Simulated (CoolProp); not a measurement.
Vapour-liquid equilibrium of R134a (1) + dimethyl ether (2) at 311.8 K; x and y are mole fractions of (1).

Model: multi-fluid Helmholtz-energy mixture model, Tillner-Roth 1994 and Wu 2011; pair parameters Bell 2016, in CoolProp.

Problem. Give the bubble pressure and the first vapour's composition at x = 0.35, 0.575, 0.725. Is there an azeotrope?

Solution. x = 0.35: 8.467 bar, y = 0.364; x = 0.575: 8.757 bar, y = 0.612; x = 0.725: 9.072 bar, y = 0.763. y crosses x between x = 0.2 and 0.275: the model has an azeotrope there.

The pair parameters rest on a limited set of measurements; away from them the model extrapolates.
